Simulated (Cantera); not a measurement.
**Thermodynamics of halide evaporation, hydrolysis and transport, feed MgCl2 + HCl + H2**

A closed system holds: 1 mol MgCl2, 4.4 mol HCl, 34 mol H2, at 0.000900 Torr.

Method: chemical equilibrium by Gibbs-energy minimisation in Cantera with the NASA 1993 tables (ideal gas, pure condensed phases). Candidate condensed phases: Mg, MgCl2; 10 gas species. Equilibrium is a limit: real reactors are often held back by kinetics, nucleation or transport.

| T (°C) | x H2 | x H | x HCl | x Cl | x MgCl2 | x Mg | x MgCl | x MgH |
|---|---|---|---|---|---|---|---|---|
| 752 | 0.863 | 3.69e-6 | 0.112 | 4.41e-7 | 0.0254 | 6.60e-7 | 1.11e-7 | 3.28e-12 |
| 852 | 0.863 | 3.77e-5 | 0.112 | 4.33e-6 | 0.0254 | 2.48e-5 | 1.50e-6 | 1.52e-10 |
| 952 | 0.862 | 0.000264 | 0.113 | 2.97e-5 | 0.0249 | 0.000495 | 1.29e-5 | 3.62e-9 |
| 1052 | 0.853 | 0.00138 | 0.120 | 0.000163 | 0.0205 | 0.00463 | 6.26e-5 | 3.91e-8 |
| 1152 | 0.830 | 0.00567 | 0.139 | 0.000776 | 0.00995 | 0.0148 | 0.000126 | 1.41e-7 |
| 1252 | 0.804 | 0.0194 | 0.149 | 0.00288 | 0.00258 | 0.0218 | 0.000117 | 2.28e-7 |
| 1352 | 0.767 | 0.0564 | 0.144 | 0.00833 | 0.000506 | 0.0234 | 7.73e-5 | 2.63e-7 |
| 1452 | 0.691 | 0.141 | 0.126 | 0.0198 | 9.46e-5 | 0.0226 | 4.52e-5 | 2.63e-7 |
| 1552 | 0.550 | 0.298 | 0.0932 | 0.0385 | 1.60e-5 | 0.0205 | 2.35e-5 | 2.30e-7 |
| 1652 | 0.352 | 0.518 | 0.0535 | 0.0592 | 2.18e-6 | 0.0176 | 1.03e-5 | 1.69e-7 |
| 1752 | 0.168 | 0.721 | 0.0229 | 0.0727 | 2.44e-7 | 0.0149 | 3.98e-6 | 1.06e-7 |
| 1852 | 0.0637 | 0.837 | 0.00808 | 0.0779 | 2.79e-8 | 0.0134 | 1.56e-6 | 6.20e-8 |
x: gas mole fraction; nothing condenses.

From 752 °C to 1852 °C nothing is condensed. The main Mg-bearing gas is MgCl2 at 752 °C and Mg at 1852 °C.
